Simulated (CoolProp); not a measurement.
Carbon dioxide along the isotherm 310.6 K: fugacity coefficient from the reference equation and from simpler models built on Tc = 304.1 K, pc = 7377 kPa, ω = 0.224; each cubic takes its own stable root.

Model: reference Helmholtz-energy equation of state, Span 1996, in CoolProp.

```csv
p (kPa),phase,reference,van der Waals,Soave-Redlich-Kwong,Peng-Robinson
58.3,gas,0.9975,0.9978,0.9975,0.9972
104,gas,0.9955,0.9960,0.9955,0.9950
184,gas,0.9920,0.9930,0.9921,0.9912
328,gas,0.9858,0.9875,0.9859,0.9843
583,gas,0.9748,0.9778,0.9750,0.9721
1040,gas,0.9553,0.9604,0.9556,0.9506
1840,gas,0.9213,0.9300,0.9219,0.9134
3280,gas,0.8610,0.8755,0.8622,0.8483
5830,gas,0.7551,0.7778,0.7581,0.7372
10400,supercritical,0.5482,0.5769,0.5597,0.5360
18400,supercritical,0.3690,0.4139,0.3873,0.3638
```
